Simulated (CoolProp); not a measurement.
Vapour-liquid equilibrium of propylene (1) + R115 (2) at 298 K; x and y are mole fractions of (1).

Model: multi-fluid Helmholtz-energy mixture model, Lemmon 2013 and Lemmon 2016; pair parameters Bell 2016, in CoolProp.

```csv
x,"bubble pressure, mixture model (MPa)","bubble pressure, Raoult's law (MPa)","y, mixture model","y, Raoult's law"
0.05,0.9490,0.9125,0.086,0.063
0.125,1.017,0.9313,___,0.154
0.2,1.077,0.9501,0.292,0.242
0.275,1.128,0.9688,___,0.326
0.35,1.171,0.9876,0.441,0.408
0.425,1.205,1.006,0.502,0.486
0.5,1.230,1.025,___,0.561
0.575,1.248,1.044,0.611,0.634
0.65,___,1.063,0.663,0.704
0.725,1.258,1.081,___,0.771
0.8,1.249,1.100,___,0.836
0.875,1.228,1.119,0.843,0.899
0.95,1.189,1.138,___,0.960
```

Task: Complete the blanks.

Result: 
- 0.125, y, mixture model: 0.198
- 0.275, y, mixture model: 0.372
- 0.5, y, mixture model: 0.559
- 0.65, bubble pressure, mixture model (MPa): 1.257
- 0.725, y, mixture model: 0.717
- 0.8, y, mixture model: 0.775
- 0.95, y, mixture model: 0.928

The largest gap from Raoult's law is +20.0 % in bubble pressure, at x = 0.5. y crosses x between x = 0.65 and 0.725: the model has an azeotrope there.

The pair parameters rest on a limited set of measurements; away from them the model extrapolates.
